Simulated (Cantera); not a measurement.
An isothermal, constant-pressure homogeneous reactor starts with C2H6 : N2 = 1 : 200 (molar parts), at 1998 K and 1.01 bar. Integrator tolerance rtol = 1e-08.

Cantera simulation using GRI-Mech 3.0 (53 species, 325 reactions); the numbers are that mechanism's predictions, not measurements. GRI-Mech 3.0 stops at C3 and has no aromatics, soot or wall deposition, so with more carbon than oxygen in the feed, carbon stays in small species such as C2H2 where larger ones or solid carbon would form.

Problem. What does this change do: 0.46 parts H2O added?

Solution. 
| quantity | before | after |
|---|---|---|
| x(C2H6) at 1.00 s | <1e-12 (gas-phase equilibrium <1e-12) | <1e-12 (gas-phase equilibrium <1e-12) |
| x(CH2) at 1.00 s | 1.83e-9 (gas-phase equilibrium 1.41e-9) | 3.55e-9 (gas-phase equilibrium 1.27e-9) |
| x(C2H4) at 1.00 s | 3.23e-7 (gas-phase equilibrium 1.30e-8) | 3.11e-7 (gas-phase equilibrium 1.05e-8) |
| x(CH3) at 1.00 s | 8.74e-8 (gas-phase equilibrium 6.72e-8) | 1.96e-7 (gas-phase equilibrium 6.98e-8) |
| x(C2H) at 1.00 s | 1.45e-6 (gas-phase equilibrium 5.84e-8) | 9.00e-7 (gas-phase equilibrium 3.03e-8) |
| x(C2H2) at 1.00 s | 0.00481 (gas-phase equilibrium 0.000194) | 0.00346 (gas-phase equilibrium 0.000116) |
| x(H2) at 1.00 s | 0.00977 (gas-phase equilibrium 0.00977) | 0.0131 (gas-phase equilibrium 0.0131) |

Problem. What does this change do: pressure from 1.01 bar to 0.00470 bar?

Solution. 
```
quantity                                             before                                     after
-----------------  ----------------------------------------  ----------------------------------------
x(C2H6) at 1.00 s     <1e-12 (gas-phase equilibrium <1e-12)     <1e-12 (gas-phase equilibrium <1e-12)
x(CH2) at 1.00 s    1.83e-9 (gas-phase equilibrium 1.41e-9)   3.21e-8 (gas-phase equilibrium 1.33e-9)
x(C2H4) at 1.00 s   3.23e-7 (gas-phase equilibrium 1.30e-8)  2.05e-9 (gas-phase equilibrium 5.36e-11)
x(CH3) at 1.00 s    8.74e-8 (gas-phase equilibrium 6.72e-8)   4.61e-7 (gas-phase equilibrium 4.09e-9)
x(C2H) at 1.00 s    1.45e-6 (gas-phase equilibrium 5.84e-8)   4.75e-6 (gas-phase equilibrium 8.97e-7)
x(C2H2) at 1.00 s  0.00481 (gas-phase equilibrium 0.000194)  0.00477 (gas-phase equilibrium 0.000192)
x(H2) at 1.00 s     0.00977 (gas-phase equilibrium 0.00977)   0.00959 (gas-phase equilibrium 0.00876)
```
Radical loss at walls, strong at low pressure, is not modelled.

Problem. What does this change do: temperature 1998 to 1675 K?

Solution. 
```
quantity                                             before                                     after
-----------------  ----------------------------------------  ----------------------------------------
x(C2H6) at 1.00 s     <1e-12 (gas-phase equilibrium <1e-12)  9.81e-9 (gas-phase equilibrium 4.21e-12)
x(CH2) at 1.00 s    1.83e-9 (gas-phase equilibrium 1.41e-9)  3.74e-9 (gas-phase equilibrium 7.19e-11)
x(C2H4) at 1.00 s   3.23e-7 (gas-phase equilibrium 1.30e-8)   2.91e-6 (gas-phase equilibrium 1.61e-7)
x(CH3) at 1.00 s    8.74e-8 (gas-phase equilibrium 6.72e-8)   3.19e-6 (gas-phase equilibrium 6.10e-8)
x(C2H) at 1.00 s    1.45e-6 (gas-phase equilibrium 5.84e-8)   2.81e-8 (gas-phase equilibrium 1.59e-9)
x(C2H2) at 1.00 s  0.00481 (gas-phase equilibrium 0.000194)  0.00485 (gas-phase equilibrium 0.000274)
x(H2) at 1.00 s     0.00977 (gas-phase equilibrium 0.00977)   0.00964 (gas-phase equilibrium 0.00984)
```
